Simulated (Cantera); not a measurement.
A Cantera script and its output.

```python
import numpy as np
import cantera as ct

surf = ct.Interface("diamond.yaml", "diamond_100")
gas, bulk = surf.adjacent["gas"], surf.adjacent["diamond"]
k = surf.kinetics_species_index(bulk.species_names[0])
cover = ["c6HH", "c6H*", "c6*H", "c6**", "c6HM", "c6B"]

rows, drift = [], 0.0
print(f"{'xCH3':>10s}{'um/h':>11s}" + "".join(f"{s:>11s}" for s in cover))
for v in [1e-06, 2.1e-06, 4.6e-06, 9.8e-06, 2.1e-05, 4.5e-05, 9.6e-05, 0.0002, 0.00044]:
    T, P, xH, xCH3 = 1173, 2700, 0.0027, v
    gas.TPX = T, P, {"H": xH, "CH3": xCH3, "CH4": 0.0032, "H2": 1 - xH - xCH3 - 0.0032}
    surf.TP = bulk.TP = T, P
    surf.coverages = "c6H*:0.1, c6HH:0.9"
    surf.advance_coverages(100.0)
    before = surf.coverages
    surf.advance_coverages(100.0)
    drift = max(drift, np.max(np.abs(surf.coverages - before) / (surf.coverages + 1e-9)))
    rate = surf.net_production_rates[k] * bulk.mean_molecular_weight / bulk.density * 3.6e9
    rows.append([rate, *surf[cover].coverages])
    print(f"{v:10.4g}{rate:11.4e}" + "".join(f"{x:11.3e}" for x in rows[-1][1:]))
```

It prints:

```
      xCH3       um/h       c6HH       c6H*       c6*H       c6**       c6HM        c6B
     1e-06 5.3258e-03  4.640e-01  3.524e-02  4.760e-01  2.471e-02  1.561e-05  1.445e-11
   2.1e-06 1.1183e-02  4.640e-01  3.524e-02  4.760e-01  2.470e-02  3.278e-05  3.035e-11
   4.6e-06 2.4492e-02  4.640e-01  3.524e-02  4.759e-01  2.470e-02  7.180e-05  6.646e-11
   9.8e-06 5.2158e-02  4.639e-01  3.523e-02  4.759e-01  2.468e-02  1.529e-04  1.415e-10
   2.1e-05 1.1167e-01  4.638e-01  3.522e-02  4.757e-01  2.465e-02  3.275e-04  3.030e-10
   4.5e-05 2.3888e-01  4.635e-01  3.520e-02  4.754e-01  2.459e-02  7.007e-04  6.482e-10
   9.6e-05 5.0768e-01  4.629e-01  3.514e-02  4.747e-01  2.445e-02  1.490e-03  1.378e-09
    0.0002 1.0496e+00  4.618e-01  3.504e-02  4.733e-01  2.417e-02  3.086e-03  2.848e-09
   0.00044 2.2695e+00  4.591e-01  3.481e-02  4.702e-01  2.355e-02  6.697e-03  6.158e-09
```

Computed with Cantera and the Harris–Goodwin 1993 mechanism for the reconstructed diamond (100) surface.
